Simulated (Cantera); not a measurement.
An isothermal, constant-pressure homogeneous reactor starts with H2 : O2 = 1.1 : 1 (molar parts), at 1000 K and 1.65 Torr.

Model: the H2/O2 subset of GRI-Mech 3.0, which has no nitrogen chemistry, integrated in Cantera. Radical loss at walls, strong at low pressure, is not modelled. The temperature is held fixed by assumption; the heat of reaction is taken as removed at once.

x: mole fraction; the columns are a selection and need not sum to one.

```
t (s)        x H2   x O2       x H      x OH     x H2O     x HO2
--------  -------  -----  --------  --------  --------  --------
0.000100    0.524  0.476  3.94e-11    <1e-12    <1e-12  3.99e-11
0.000351    0.524  0.476  1.43e-10  5.39e-12  1.37e-11  1.40e-10
0.00123     0.524  0.476  7.10e-10  3.71e-11  3.17e-10  4.93e-10
0.00433     0.524  0.476   1.58e-8  8.97e-10   1.66e-8   1.76e-9
0.0152      0.523  0.476  0.000244   1.40e-5  0.000285   3.85e-7
0.0534     0.0383  0.280     0.245   0.00600     0.384   2.07e-6
0.187         [?]  0.287       [?]       [?]       [?]   2.81e-6
0.658     0.00294  0.290   0.00279   0.00163     0.701   2.83e-6
2.31      9.45e-5  0.290   1.52e-5  0.000284     0.709   6.31e-7
8.11          [?]  0.290       [?]       [?]     0.710       [?]
28.5      1.22e-6  0.290   2.53e-8   3.39e-5     0.710   1.35e-8
100       2.61e-7  0.290   2.57e-9   1.58e-5     0.710   3.15e-9
```

Complete the blanks.


- 0.187, x H2: 0.0264
- 0.187, x H: 0.0980
- 0.187, x OH: 0.00504
- 0.187, x H2O: 0.561
- 8.11, x H2: 7.69e-6
- 8.11, x H: 3.79e-7
- 8.11, x OH: 8.33e-5
- 8.11, x HO2: 7.50e-8
